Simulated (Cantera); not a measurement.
# Nitride etching: BN + Cl2

A closed system holds: 1 mol BN, a varied amount of Cl2, equilibrated at 927 °C and 19000 Pa.

Equilibrium computed with Cantera from the NASA thermochemical tables; the gas is ideal and each condensed phase is pure. Candidate condensed phases: B, BN; 10 gas species. Equilibrium is a limit: real reactors are often held back by kinetics, nucleation or transport.

| n(Cl2) (mol) | x Cl2 | x BCl3 | x N2 | x Cl |
|---|---|---|---|---|
| 3.7 | 0.588 | 0.269 | 0.135 | 0.00831 |
| 5.3 | 0.709 | 0.188 | 0.0939 | 0.00913 |
| 7.6 | 0.794 | 0.131 | 0.0655 | 0.00966 |
| 11 | 0.854 | 0.0905 | 0.0452 | 0.0100 |
| 16 | 0.896 | 0.0622 | 0.0311 | 0.0103 |
| 22 | 0.922 | 0.0452 | 0.0226 | 0.0104 |
| 32 | 0.943 | 0.0311 | 0.0155 | 0.0105 |
x: gas mole fraction; nothing condenses.

From 3.7 mol Cl2 to 32 mol Cl2 nothing is condensed. The main B-bearing gas is BCl3 throughout.
